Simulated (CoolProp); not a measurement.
Properties of chloromethane (R40) along the isobar 0.356 MPa.

Model: reference Helmholtz-energy equation of state, Thol 2014, in CoolProp.

| T (K) | phase | cv (kJ/(kg K)) | speed of sound (m/s) | Joule-Thomson coefficient (K/MPa) | isothermal compressibility (1/MPa) |
|---|---|---|---|---|---|
| 386.6 | gas | 0.7846 | 273.4 | [?] | 2.882 |
| 396.1 | gas | [?] | [?] | 14.67 | 2.876 |
| 405.5 | gas | 0.8090 | 279.9 | 13.68 | 2.871 |
| 415 | gas | 0.8215 | 283.0 | 12.79 | 2.866 |
| 424.4 | gas | [?] | 286.1 | 11.99 | 2.862 |
| 433.9 | gas | 0.8464 | 289.1 | 11.26 | 2.858 |
| 443.3 | gas | 0.8588 | 292.1 | 10.60 | 2.854 |
| 452.8 | gas | 0.8713 | 295.1 | 9.992 | 2.851 |
| 462.2 | gas | 0.8836 | [?] | [?] | 2.848 |
| 471.7 | gas | 0.8960 | 300.8 | 8.937 | 2.845 |
| 481.1 | gas | 0.9081 | 303.7 | [?] | 2.843 |
| 490.6 | gas | 0.9203 | 306.5 | 8.049 | 2.841 |
| 500 | gas | [?] | 309.3 | 7.658 | 2.839 |

Task: What belongs in the gaps?

Result: 
- 386.6, Joule-Thomson coefficient (K/MPa): 15.78
- 396.1, cv (kJ/(kg K)): 0.7967
- 396.1, speed of sound (m/s): 276.7
- 424.4, cv (kJ/(kg K)): 0.8339
- 462.2, speed of sound (m/s): 298.0
- 462.2, Joule-Thomson coefficient (K/MPa): 9.444
- 481.1, Joule-Thomson coefficient (K/MPa): 8.477
- 500, cv (kJ/(kg K)): 0.9322
